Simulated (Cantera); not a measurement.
Input: 1 mol SiCl4, 32 mol N2, equilibrated at 1.33 mbar.

Cantera equilibrium calculation (NASA polynomials, part measured and part estimated; ideal gas, pure solids and liquids). Candidate condensed phases: Si, Si3N4; 13 gas species. The tables' values for SiCl3 are old estimates; treat these amounts as uncertain. Kinetics and transport are ignored.

x: gas mole fraction; nothing condenses.

```csv
T (°C),x N2,x Cl,x SiCl4,x SiCl2,x SiCl3,x Cl2
975,0.969,0.000279,0.0300,1.52e-5,0.000252,1.77e-6
1050,0.969,0.000856,0.0295,8.80e-5,0.000689,4.24e-6
1125,0.967,___,0.0282,___,0.00161,___
1200,0.964,0.00598,0.0255,0.00140,0.00323,2.02e-5
1275,0.957,0.0134,0.0204,0.00404,0.00543,3.76e-5
1350,0.944,0.0260,0.0129,0.00944,0.00721,5.69e-5
1425,0.930,___,___,___,0.00673,6.15e-5
1500,0.920,0.0508,0.00124,0.0234,0.00413,4.47e-5
```

**Question.** What belongs in the gaps?

**Answer.** 
- 1425, x Cl: 0.0408
- 1425, x SiCl4: 0.00523
- 1425, x SiCl2: 0.0171
- 1125, x Cl: 0.00238
- 1125, x SiCl2: 0.000393
- 1125, x Cl2: 9.61e-6
